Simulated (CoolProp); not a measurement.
Fluoroethane (R161) at several states: fugacity coefficient from the reference equation and from simpler models built on Tc = 102.1 °C, pc = 5.010 MPa, ω = 0.216; each cubic takes its own stable root.

Values from CoolProp's reference Helmholtz-energy equation of state, Wu 2012.

```json
[
 {"T (°C)": "-129.15", "p (MPa)": "0.0919", "phase": "liquid", "reference": "0.0005958"},
 {"T (°C)": "-26.05", "p (MPa)": "5", "phase": "liquid", "reference": "0.03669"},
 {"T (°C)": "115.75", "p (MPa)": "0.833", "phase": "gas", "reference": "0.9483"},
 {"T (°C)": "169.65", "p (MPa)": "0.0185", "phase": "gas", "reference": "0.9992"}
]
```

**Question.** How far does each simpler model (van der Waals, Redlich-Kwong, Peng-Robinson) lie from the reference over these 4 states: mean and median of the absolute difference, and the worst?

**Answer.** 
- van der Waals: mean 8334.1 %, median 169.1 %, worst +32998.4 % at -129.15 °C and 0.0919 MPa
- Redlich-Kwong: mean 44.1 %, median 27.8 %, worst +120.7 % at -129.15 °C and 0.0919 MPa
- Peng-Robinson: mean 5.1 %, median 0.6 %, worst +19.2 % at -129.15 °C and 0.0919 MPa
